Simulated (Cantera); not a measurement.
A freely propagating, adiabatic, planar premixed flame of H2 : O2 : N2 = 1 : 0.208 : 0.75 (molar parts), unburnt at 625 K and 5.00 bar; mixture-averaged transport, grid criteria slope 0.08 and curve 0.16, no radiation.

Cantera simulation using the H2/O2 subset of GRI-Mech 3.0, which has no nitrogen chemistry; the numbers are that mechanism's predictions, not measurements. The hydrogen kinetics of GRI-Mech 3.0 are dated; newer H2 mechanisms differ, most at raised pressure. Burning velocities carry a grid error of a few per cent, more on coarse grids.

What does this change do: inlet temperature 625 to 350 K?


| quantity | before | after |
|---|---|---|
| laminar burning velocity | 962 cm/s | 329 cm/s |
| thermal thickness | 0.0600 mm | 0.0502 mm |
| peak x(O) | 0.00191 | 0.00105 |
| peak x(H2O2) | 3.52e-5 | 0.000119 |
| peak x(HO2) | 0.000773 | 0.00104 |
